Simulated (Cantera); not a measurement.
Cantera with NASA thermochemical tables; ideal gases at 1 bar, condensed phases pure. Values are per mole of reaction as written; species without (g) are pure solids or liquids, kept so even where they would boil at 1 bar. VN: taken at fixed stoichiometry.

3 VO₂(g) + 3 NO₂(g) ⇌ 4 O₃(g) + 3 VN

```tsv
T (K)	ΔH° (kJ)	ΔS° (J/K)	ΔG° (kJ)	log10 K
300	[?]	[?]	[?]	[?]
1250	560.3	-378.9	1033.9	-43.20
1275	561.8	-377.7	1043.3	-42.74
1300	[?]	[?]	[?]	[?]
1325	564.9	-375.3	1062.2	-41.87
1350	566.5	-374.1	1071.5	-41.46
```

Task: Complete the blanks.

Result: 
- 300, ΔH° (kJ): 511.1
- 300, ΔS° (J/K): -448.3
- 300, ΔG° (kJ): 645.6
- 300, log10 K: -112.41
- 1300, ΔH° (kJ): 563.3
- 1300, ΔS° (J/K): -376.5
- 1300, ΔG° (kJ): 1052.8
- 1300, log10 K: -42.30
